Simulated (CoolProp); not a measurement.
The fluid at 290.14 K and 15.7 MPa is throttled through a valve to 8.33 MPa with no heat exchange. The same conditions are run with several fluids, on thermodynamics alone (safety and materials aside).

Computed with CoolProp (reference Helmholtz-energy equation of state of each fluid (R142b: Lemmon 2006; R404A: Lemmon 2003; methanol: de Reuck 1993; propane: Lemmon 2009; R113: Marx 1992)). Blends and air are pseudo-pure fits.

```
fluid     temperature change (K)  final density (kg/m³)
--------  ----------------------  ---------------------
R142b                       +2.4                    ___
R404A                       +0.9                    ___
methanol                    +2.5                    ___
propane                     +1.9                    519
R113                        +3.1                   1600
```

Task: Some entries are withheld; supply them.

Result: 
- R142b, final density (kg/m³): 1150
- R404A, final density (kg/m³): 1130
- methanol, final density (kg/m³): 799
